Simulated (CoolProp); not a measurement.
Properties of normal hydrogen along the isobar 7.66 bar.

Values from CoolProp's reference Helmholtz-energy equation of state, Leachman 2009.

```tsv
T (°C)	phase	density (kg/m³)	cp (kJ/(kg K))	isothermal compressibility (1/MPa)	conductivity (mW/(m K))	fugacity coefficient
-252.45	liquid	71.36	9.644	0.01816	105	0.1476
-244.25	liquid	57.85	19.60	0.08558	97.7	0.6759
-235.95	gas	5.921	13.80	1.579	35.2	0.8622
-227.75	gas	4.466	12.07	1.429	39.2	0.9210
-219.45	gas	3.637	11.44	1.373	43.7	0.9524
-211.25	gas	3.093	11.16	1.345	48.3	0.9703
-202.95	gas	2.695	11.06	1.329	52.9	0.9816
-194.75	gas	2.395	11.08	1.319	57.6	0.9888
-186.45	gas	2.155	11.17	1.313	62.4	0.9936
-178.25	gas	1.963	11.33	1.309	67.3	0.9970
-169.95	gas	1.801	11.51	1.306	72.3	0.9993
-161.75	gas	1.665	11.72	1.304	77.5	1.001
-153.45	gas	1.548	11.94	1.302	82.8	1.002
-145.25	gas	1.447	12.15	1.301	88.1	1.003
-137.05	gas	1.359	12.36	1.300	93.5	1.004
```

Thermal conductivity comes from a separate model (Assael 2011).
